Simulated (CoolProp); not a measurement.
Values from CoolProp's reference Helmholtz-energy equation of state, Lemmon 2006. It is a short technical equation, of lower accuracy than the large ones.

Question: Give the vapour pressure (MPa), vapour density (kg/m³), enthalpy of vaporisation (kJ/kg), liquid cp (kJ/(kg K)) of saturated isopentane at 87.05, 137.45 °C.

Answer: 
| T (°C) | p (MPa) | vapour density (kg/m³) | enthalpy of vaporisation (kJ/kg) | liquid cp (kJ/(kg K)) |
|---|---|---|---|---|
| 87.05 | 0.541 | 15.2 | 290 | 2.65 |
| 137.45 | 1.50 | 45.0 | 221 | 3.15 |
